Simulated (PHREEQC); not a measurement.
**Polishing slurry liquid: speciation**

A solution holds 0.0019 mol K2CO3, 3e-05 mol Fe(NO3)3 and 0.00012 mol CuSO4 per kg of water, at 25 °C. Closed to the air; pH follows from the charge balance.

Model: ion-association model, wateq4f.dat, run in PHREEQC.

Each row changes one thing in this solution. No solid was allowed to form.

```tsv
case	pH	ionic strength (mol/kgw)	CO3-2 (mol/kgw)	HCO3- (mol/kgw)	KSO4- (mol/kgw)	Cu(OH)3- (mol/kgw)	SI of Malachite (Cu2(OH)2CO3)	SI of Cu(OH)2 (Cu(OH)2)
as made	10.48	0.00513	0.00121	0.000686	2.32e-6	2.35e-7	+0.69	+1.12
Fe(NO3)3 from 3e-05 to 4.5e-05 mol/kgw	10.45	0.00509	0.00118	0.000720	2.32e-6	2.18e-7	(withheld)	+1.12
Fe(NO3)3 left out	10.55	0.00519	0.00128	0.000620	2.31e-6	2.74e-7	(withheld)	+1.12
temperature from 25 to 80 °C	9.59	0.00442	0.000511	0.00139	5.02e-6	3.02e-8	(withheld)	(withheld)
K2CO3 from 0.0019 to 0.00095 mol/kgw	10.18	0.00245	0.000432	0.000518	1.28e-6	1.15e-7	(withheld)	+1.12
```

Q: What belongs in the gaps?

A: 
- Fe(NO3)3 from 3e-05 to 4.5e-05 mol/kgw, SI of Malachite (Cu2(OH)2CO3): +0.75
- Fe(NO3)3 left out, SI of Malachite (Cu2(OH)2CO3): +0.58
- temperature from 25 to 80 °C, SI of Malachite (Cu2(OH)2CO3): +4.13
- temperature from 25 to 80 °C, SI of Cu(OH)2 (Cu(OH)2): +2.86
- K2CO3 from 0.0019 to 0.00095 mol/kgw, SI of Malachite (Cu2(OH)2CO3): +0.88

Some of these states are supersaturated (in Fe(OH)3(a), Cu(OH)2, Malachite, for instance). At this temperature some constants are extrapolated from 25 °C, and those without enthalpy data are left unchanged. The database's constant for dissolved Cu(OH)2 is higher than later reviews accept.
